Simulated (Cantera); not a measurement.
A diamond (100) surface in a fixed gas of H2 with x(CH4) = 0.009, x(H) = 0.013, at 950 K, 1700 Pa; coverages are run to steady state.

Model: the Harris–Goodwin 1993 mechanism for the reconstructed diamond (100) surface, integrated in Cantera.

One state of this run: growth (µm/h) = 3.50; θ c6HH = 0.622; θ c6H* = 0.0137; θ c6*H = 0.324; θ c6** = 0.00643; θ c6HM = 0.0258. θ: site fractions in the mechanism's names (c6HH fully hydrogenated, c6H* and c6*H radical sites, c6** diradical, c6HM methylated).

Task: Which value of x(CH3) does it belong to?
A) 0.0042
B) 0.00018
C) 0.00052
D) 0.0015

Result: C, 0.00052
